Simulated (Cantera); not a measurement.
A perfectly stirred reactor is fed with H₂ : O₂ : N₂ = 0.85 : 1 : 2.2 (molar parts), equivalence ratio 0.42, at 173 Torr; it is held at 1200 K, and followed from long to short residence time.

Detailed kinetics in Cantera: the H2/O2 subset of GRI-Mech 3.0, which has no nitrogen chemistry. The temperature is held fixed by assumption; the heat of reaction is taken as removed at once.

Question: What does this change do: H2 0.85 to 1.7 parts?

Answer: 
```tsv
quantity	before	after
x(H₂) at τ = 1.80 s	0.000133	0.000410
x(O₂) at τ = 1.80 s	0.159	0.0371
x(OH) at τ = 1.80 s	0.000249	0.000299
x(HO₂) at τ = 1.80 s	4.26e-6	5.36e-6
x(H) at τ = 1.80 s	4.94e-6	2.34e-5
x(H₂) at τ = 22.0 ms	0.00228	0.00668
x(O₂) at τ = 22.0 ms	0.159	0.0399
x(OH) at τ = 22.0 ms	0.00112	0.00136
x(HO₂) at τ = 22.0 ms	2.84e-5	1.81e-5
x(H) at τ = 22.0 ms	0.000407	0.00174
```
